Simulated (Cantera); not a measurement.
# Diamond growth

A diamond (100) surface in a fixed gas of H2 with x(CH4) = 0.021, x(CH3) = 2.7e-05, at 1400 K, 0.280 bar; coverages are run to steady state.

Model: the Harris–Goodwin 1993 mechanism for the reconstructed diamond (100) surface, integrated in Cantera.

```
x(H)     growth (µm/h)  θ c6HH  θ c6H*  θ c6*H   θ c6**
-------  -------------  ------  ------  ------  -------
0.0001          0.0280   0.711  0.0281   0.257  0.00318
0.00021          0.121   0.589  0.0396   0.363  0.00847
0.00045          0.381   0.482  0.0491   0.450   0.0185
0.00096          0.855   0.410  0.0550   0.503   0.0321
0.002             1.46   0.368  0.0578   0.528   0.0453
0.0043            2.21   0.345  0.0592   0.540   0.0556
0.0092            3.18   0.333  0.0600   0.544   0.0620
0.02              4.65   0.328  0.0608   0.546   0.0656
0.042             6.60   0.325  0.0621   0.545   0.0677
```
θ: site fractions in the mechanism's names (c6HH fully hydrogenated, c6H* and c6*H radical sites, c6** diradical, c6HM methylated).
